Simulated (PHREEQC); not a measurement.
Dissolve 0.0022 mol/kgw ZnCl2 and 0.064 mol/kgw MnSO4 at 25 °C. Closed to the air; pH follows from the charge balance.

Computed with PHREEQC (ion-association model, wateq4f.dat).

The ionic strength comes out as 0.151 mol/kgw. What activity coefficients do Cl-, Mn+2, SO4-2, Zn(SO4)2-2, ZnCl+ get?

Cl- 0.73, Mn+2 0.36, SO4-2 0.32, Zn(SO4)2-2 0.33, ZnCl+ 0.74.

No solid was allowed to form.
